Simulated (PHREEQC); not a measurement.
Dissolve 2.8 mmol/kgw Na2CO3, 0.6 mmol/kgw (NH4)2HPO4 and 2.2 mmol/kgw K2HPO4 at 20 °C. Closed to the air; pH follows from the charge balance.

All values are PHREEQC results (ion-association model, wateq4f.dat), not measurements.

The ionic strength comes out as 0.0144 mol/kgw. What activity coefficients do OH-, CO3-2, K+, NaHPO4-, HCO3- get?

OH- 0.89, CO3-2 0.63, K+ 0.89, NaHPO4- 0.89, HCO3- 0.89.

This is a speciation only: nothing precipitates in the calculation. H3PO4, which wateq4f.dat lacks, is added to it with the constant of phreeqc.dat.
